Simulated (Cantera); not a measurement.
Feed: 1 mol Si, 0.002 mol H2O, 7 mol N2, held at 1827 °C.

These are equilibrium values from Cantera (NASA tables, ideal gas, pure condensed phases), not measurements of a reactor. Candidate condensed phases: H2O, Si, SiO2, Si2N2O, Si3N4; 35 gas species. The tables' values for SiN are old estimates; treat these amounts as uncertain. Equilibrium is a limit: real reactors are often held back by kinetics, nucleation or transport.

log p: log10 of the partial pressure in bar; n: condensed amount in mol.

| P (Pa) | log p N2 | log p Si | log p Si2 | log p SiN | log p H | log p Si2N | log p SiO | n Si(l) | n Si3N4(s) |
|---|---|---|---|---|---|---|---|---|---|
| 0.100 | -6.06 | -6.90 | [?] | -10.62 | -9.30 | -13.57 | -9.60 | 0 | 0 |
| 2.50 | -4.66 | -5.51 | [?] | -8.52 | -7.90 | -10.07 | -8.20 | 0 | 0 |
| 63 | -3.26 | -4.12 | [?] | -6.43 | -6.53 | -6.59 | -6.80 | 0 | 0 |
| 1600 | -1.80 | -3.87 | -5.76 | -5.46 | -5.34 | -5.38 | -5.34 | 0.932 | 0 |
| 40000 | -0.40 | -3.87 | -5.76 | -4.76 | -4.51 | -4.68 | -3.94 | 0.995 | 0 |
| 1000000 | 1.00 | -4.70 | [?] | -4.89 | -3.76 | -5.63 | -2.50 | 0 | 0.333 |

Question: Complete the blanks.

Answer: 
- 0.100, log p Si2: -11.82
- 2.50, log p Si2: -9.02
- 63, log p Si2: -6.24
- 1000000, log p Si2: -7.42
